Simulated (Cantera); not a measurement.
A perfectly stirred reactor is fed with CH4 : H2 : H = 0.025 : 1 : 0.019 (molar parts), at 0.0267 bar; it is held at 1725 K, and followed from long to short residence time.

Model: GRI-Mech 3.0 (53 species, 325 reactions), integrated in Cantera. GRI-Mech 3.0 stops at C3 and has no aromatics, soot or wall deposition, so with more carbon than oxygen in the feed, carbon stays in small species such as C2H2 where larger ones or solid carbon would form. Radical loss at walls, strong at low pressure, is not modelled.

Task: Predict: x(CH4) at τ = 28.0 s; x(H2) at τ = 28.0 s; x(H) at τ = 28.0 s; x(C2H2) at τ = 28.0 s; x(C2H4) at τ = 28.0 s; x(CH4) at τ = 89.0 ms; x(H2) at τ = 89.0 ms; x(H) at τ = 89.0 ms; x(C2H2) at τ = 89.0 ms; x(C2H4) at τ = 89.0 ms.

Result: x(CH4) at τ = 28.0 s: 0.00254
x(H2) at τ = 28.0 s: 0.986
x(H) at τ = 28.0 s: 0.00118
x(C2H2) at τ = 28.0 s: 0.0105
x(C2H4) at τ = 28.0 s: 1.17e-5
x(CH4) at τ = 89.0 ms: 0.0139
x(H2) at τ = 89.0 ms: 0.978
x(H) at τ = 89.0 ms: 0.00264
x(C2H2) at τ = 89.0 ms: 0.00455
x(C2H4) at τ = 89.0 ms: 4.76e-5
